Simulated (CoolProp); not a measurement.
R1234yf along the isotherm 233.9 K: density (kg/m³) from the reference equation and from simpler models built on Tc = 367.8 K, pc = 33.84 bar, ω = 0.276; each cubic takes its own stable root.

Values from CoolProp's reference Helmholtz-energy equation of state, Lemmon 2022.

```tsv
p (bar)	phase	reference
1.88	liquid	1290
3.76	liquid	1291
5.64	liquid	1291
7.52	liquid	1292
9.4	liquid	1292
11.3	liquid	1293
13.2	liquid	1293
15	liquid	1294
16.9	liquid	1294
```

Task: How far does each simpler model (Redlich-Kwong, Soave-Redlich-Kwong) lie from the reference over these 9 states: mean and median of the absolute difference, and the worst?

Result: 
- Redlich-Kwong: mean 13.7 %, median 13.7 %, worst -13.8 % at 233.9 K and 1.88 bar
- Soave-Redlich-Kwong: mean 10.5 %, median 10.5 %, worst -10.6 % at 233.9 K and 1.88 bar
